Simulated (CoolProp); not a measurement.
Values from CoolProp's reference Helmholtz-energy equation of state, Span 2000.

Problem. Give the vapour pressure (kPa), liquid viscosity (µPa s), vapour viscosity (µPa s) of saturated nitrogen at -181.15 °C.

Solution. 
| T (°C) | p (kPa) | liquid viscosity (µPa s) | vapour viscosity (µPa s) |
|---|---|---|---|
| -181.15 | 426 | 96.5 | 6.66 |

Viscosity comes from a separate model (Lemmon 2004).
